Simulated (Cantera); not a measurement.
Charge: 1 mol borazine, 1.2 mol H₂, 0.11 mol O₂, at 0.410 bar.

These are equilibrium values from Cantera (NASA tables, ideal gas, pure condensed phases), not measurements of a reactor. Candidate condensed phases: B, BN, B₂O₃, B₃O₃H₃, H₂O; 39 gas species. The feed counts by its element totals alone. Mutual solubility and eutectic melting of coexisting phases are not modelled. Rates play no part. All values below are at 1725 K.

Base state: H₂ 0.960, N₂ 0.0171, HBO 0.0103, HBO₂ 0.00761, B₂O₃ 0.00281, H₂O 0.00130, B₂O₂ 0.000483, H 0.000284 (mole fractions); condensed: BN(s) + B₂O₃(l).

Problem. What changes in the equilibrium state with this change: borazine replaced by B₂H₆?

Solution. 
```json
[
 {"species": "H₂", "before": "0.960", "after": "0.959"},
 {"species": "HBO", "before": "0.0103", "after": "0.0322"},
 {"species": "B₂O₂", "before": "0.000483", "after": "0.00476"},
 {"species": "N₂", "before": "0.0171", "after": "0"},
 {"species": "HBO₂", "before": "0.00761", "after": "0.000894"},
 {"species": "BH₂", "before": "8.53e-7", "after": "7.14e-5"},
 {"species": "B₃O₃H₃", "before": "4.71e-5", "after": "0.00145"},
 {"species": "BN(s), mol", "before": "2.85", "after": "0"},
 {"species": "B₂O₃(l), mol", "before": "0.0209", "after": "0"},
 {"species": "B(s), mol", "before": "0", "after": "1.79"}
]
```
The tables' values for BH₂ are old estimates; treat these amounts as uncertain.
